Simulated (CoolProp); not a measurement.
A single-stage vapour-compression cycle with dimethyl carbonate: evaporating at 324.15 K (dew point), condensing at 377.15 K (bubble point), superheat 10 K, subcooling 5 K, compressor efficiency 0.65, no pressure losses. Each further row changes one setting.

Model: reference Helmholtz-energy equation of state, Zhou 2011, in CoolProp.

| case | cooling COP | pressure ratio | discharge temperature (K) | refrigerating effect (kJ/kg) | volumetric capacity (kJ/m³) |
|---|---|---|---|---|---|
| as stated | 3.50 | 6.38 | 404.0 | 322 | 256 |
| evaporating temperature 329.15 K | … | … | … | 329 | 316 |
| condensing temperature 372.15 K | … | 5.50 | 398.4 | 332 | 264 |
| subcooling 10 K | 3.60 | 6.38 | 404.0 | 332 | 264 |
| superheat 20 K | 3.53 | 6.38 | 414.6 | … | … |
| compressor efficiency 0.55 | … | 6.38 | 415.3 | 322 | 256 |

### Question
Some entries are withheld; supply them.

### Answer

- evaporating temperature 329.15 K, cooling COP: 3.99
- evaporating temperature 329.15 K, pressure ratio: 5.19
- evaporating temperature 329.15 K, discharge temperature (K): 401.6
- condensing temperature 372.15 K, cooling COP: 3.93
- superheat 20 K, refrigerating effect (kJ/kg): 335
- superheat 20 K, volumetric capacity (kJ/m³): 258
- compressor efficiency 0.55, cooling COP: 2.96
